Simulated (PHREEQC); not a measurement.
A PHREEQC speciation (ion-association model, wateq4f.dat) at 25 °C gives pH 1.95 and these molalities:

```csv
species,mol/kgw
H+,0.0132
SO4-2,0.0108
Mn+2,0.00696
HSO4-,0.00677
MnSO4,0.00304
Cu+2,0.000572
CuSO4,0.000288
```

### Question
What are the element totals, and what could have been dissolved in 1 kg of water to give them?

### Answer
One answer among several that fit: totals Cu(2) 0.000860, Mn(2) 0.0100, S(6) 0.0209 mol/kgw, from 10 mmol/kgw H2SO4, 0.86 mmol/kgw CuSO4 and 10 mmol/kgw MnSO4.

No solid was allowed to form.
